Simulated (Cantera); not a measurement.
Cantera run:

```python
import numpy as np
import cantera as ct

gas_names = """
    N NO NO2 NO3 N2 N2O O O2 O3 Si SiN SiO SiO2 Si2 Si2N Si3
""".split()
cond_names = """
    Si(cr) Si(L) SiO2(Lqz) SiO2(hqz) SiO2(L) Si2N2O(s) Si3N4(a)
""".split()


# ... load() reads the species with a 1 bar reference pressure and builds the phases ...
atoms = {
    'Si': {'Si': 1},
    'O2': {'O': 2},
    'N2': {'N': 2},
}
top_T = {'Si2N2O(s)': 2100, 'Si3N4(a)': 2400}  # K; cautious upper limits of use, not melting points


# ... equilibrate(T, P, feed) seeds the gas with the atoms and calls Mixture.equilibrate('TP', solver="vcs", rtol=1e-11, max_steps=5000) ...
results = []
feed = {'Si': 1, 'O2': 0.021, 'N2': 160}  # mol
T = 1575  # K
P = 25  # Pa
mix = equilibrate(T, P, feed)
results.append((T, P, feed, dict(zip(mix.species_names, mix.species_moles))))
x = sorted(zip(gas.X, gas.species_names), reverse=True)
print(f"T = {T:g} K  P = {P:g} Pa  gas = {mix.phase_moles(0):.4g} mol")
print("   x: " + "  ".join(f"{s} {v:.3e}" for v, s in x if v > 0.0001))
print("   condensed (mol): " + ("  ".join(f"{mix.phase(i).name} {mix.phase_moles(i):.4g}"
      for i in range(1, mix.n_phases) if mix.phase_moles(i) > 1e-12) or "none"))
```

Result:

```
T = 1575 K  P = 25 Pa  gas = 159.5 mol
   x: N2 9.995e-01  SiO 2.634e-04  Si 1.933e-04
   condensed (mol): Si3N4(a) 0.3084
```

Cantera equilibrium calculation (NASA polynomials, part measured and part estimated; ideal gas, pure solids and liquids).
